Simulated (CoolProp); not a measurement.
Computed with CoolProp (reference Helmholtz-energy equation of state, Lemmon 2006). It is a short technical equation, of lower accuracy than the large ones.

For n-decane, give the phase and the Z, Joule-Thomson coefficient (K/MPa), fugacity coefficient at 21.95 °C and 101 bar; 212.25 °C and 67.2 bar; 218.85 °C and 42.2 bar.


- 21.95 °C and 101 bar: liquid; Z 0.795, Joule-Thomson coefficient -0.441, fugacity coefficient 3.24e-5
- 212.25 °C and 67.2 bar: liquid; Z 0.404, Joule-Thomson coefficient -0.167, fugacity coefficient 0.0483
- 218.85 °C and 42.2 bar: liquid; Z 0.256, Joule-Thomson coefficient -0.116, fugacity coefficient 0.0748
